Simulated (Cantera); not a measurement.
A closed system holds: 1 mol SiO2, 90 mol H2, 88 mol N2, equilibrated at 2050 K and 345 Torr.

These are equilibrium values from Cantera (NASA tables, ideal gas, pure condensed phases), not measurements of a reactor. Candidate condensed phases: H2O, Si, SiO2, Si2N2O, Si3N4; 35 gas species. The numbers say what is thermodynamically allowed, not how fast it happens.

Base state: H2 0.495, N2 0.491, SiO 0.00558, H2O 0.00558, H 0.00235 (mole fractions); condensed: gas only.

What changes in the equilibrium state with this change: H2 from 90 to 7.7 mol?


```
species        before     after
------------  -------  --------
N2              0.491     0.915
H2              0.495    0.0746
SiO           0.00558   0.00500
H             0.00235  0.000913
H2O           0.00558   0.00499
SiO2(l), mol        0     0.519
```
The tables hold silica as quartz up to 1696 K and as liquid above; real silica turns to tridymite and cristobalite and melts near 1996 K.
